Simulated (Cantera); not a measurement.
Adiabatic ignition

An adiabatic, constant-pressure homogeneous reactor starts with 2.89 % C3H8, 24.5 % O2, 61.3 % N2, 11.3 % H2O, equivalence ratio 0.59, at 1650 K and 2930 Torr.

Cantera simulation using GRI-Mech 3.0 (53 species, 325 reactions); the numbers are that mechanism's predictions, not measurements. GRI-Mech 3.0 was tuned for natural gas; its chemistry of propane as a main component is partial and can be far from experiment.

```tsv
t (s)	T (K)	x C3H8	x O2	x H2O	x CO	x CH2O	x C2H	x CH2CO
5.00e-6	1663	0.0123	0.230	0.120	0.00375	0.00328	2.34e-8	0.000814
2.06e-5	2661	<1e-12	0.0976	0.193	0.0183	1.72e-10	<1e-12	<1e-12
8.48e-5	2741	<1e-12	0.0958	0.199	0.0134	1.19e-10	<1e-12	<1e-12
0.000349	2736	<1e-12	0.0940	0.199	0.0133	1.17e-10	<1e-12	<1e-12
0.00144	2726	<1e-12	0.0897	0.200	0.0130	1.13e-10	<1e-12	<1e-12
0.00592	2721	<1e-12	0.0878	0.200	0.0129	1.11e-10	<1e-12	<1e-12
0.0244	2721	<1e-12	0.0878	0.200	0.0129	1.11e-10	<1e-12	<1e-12
0.100	2721	<1e-12	0.0878	0.200	0.0129	1.11e-10	<1e-12	<1e-12
0.413	2721	<1e-12	0.0878	0.200	0.0129	1.11e-10	<1e-12	<1e-12
1.70	2721	<1e-12	0.0878	0.200	0.0129	1.11e-10	<1e-12	<1e-12
7.00	2721	<1e-12	0.0878	0.200	0.0129	1.11e-10	<1e-12	<1e-12
```
x: mole fraction; the columns are a selection and need not sum to one.

The time of steepest temperature rise is 8.43 µs and the temperature at 7.00 s is 2721 K. The equilibrium temperature is 2721 K and the x(C3H8) at 7.00 s comes out as <1e-12 (gas-phase equilibrium <1e-12). The x(O2) at 7.00 s is 0.0878 (gas-phase equilibrium 0.0878) and the x(H2O) at 7.00 s is 0.200 (gas-phase equilibrium 0.200).
